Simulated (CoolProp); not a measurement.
A closed Brayton cycle with dry air: compressor inlet 306.15 K and 3.9 MPa, high pressure 9.6 MPa, turbine inlet 850 K, compressor efficiency 0.85, turbine efficiency 0.93, recuperator effectiveness 0 (on enthalpy, no pinch check). Each further row changes one setting.

Model: reference Helmholtz-energy equation of state, Lemmon 2000, in CoolProp. It is a pseudo-pure fit of the blend.

```tsv
case	thermal efficiency (%)	net work (kJ/kg)	compressor to turbine work	compressor exit (K)	turbine exit (K)
as stated	16.6	78.8	0.58	412.8	682.6
turbine inlet 800 K	16.1	67.7	0.61	412.8	641.0
compressor inlet 316.15 K	16.3	75.1	0.60	426.1	682.6
high pressure 8.16 MPa	14.1	69.9	0.55	391.5	710.4
recuperator effectiveness 0.5	23.6	78.8	0.58	412.8	682.6
```
